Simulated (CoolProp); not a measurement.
The fluid at 298.15 K and 0.313 MPa flows at 5.4 m/s in a round tube of 20 mm bore and 1.5 µm roughness, fully developed (64/Re and Nu = 3.66 if laminar; Colebrook and Gnielinski if turbulent). The same conditions are run with several fluids, on thermodynamics alone (safety and materials aside).

Values from CoolProp's reference Helmholtz-energy equation of state of each fluid (n-octane: Beckmüller 2019; ethylbenzene: Zhou 2012; ethanol: Schroeder 2014; n-heptane: Span 2003; n-hexane: Thol 2019).

Rank n-octane, ethylbenzene, ethanol, n-heptane, n-hexane by Reynolds number, highest first.

n-hexane (237000), n-heptane (188000), ethylbenzene (152000), n-octane (147000), ethanol (78300)

```tsv
fluid	Darcy friction factor	pressure drop (Pa/m)	heat-transfer coefficient (W/(m² K))	mass flow (kg/h)
n-octane	0.0171	8720	5980	4270
ethylbenzene	0.0170	10700	6070	5270
ethanol	0.0193	11000	5640	4800
n-heptane	0.0164	8130	6550	4150
n-hexane	0.0158	7540	7090	4000
```

Transport values come from each fluid's own correlations; those of ethylbenzene are estimates that may be off by 10 % or more.
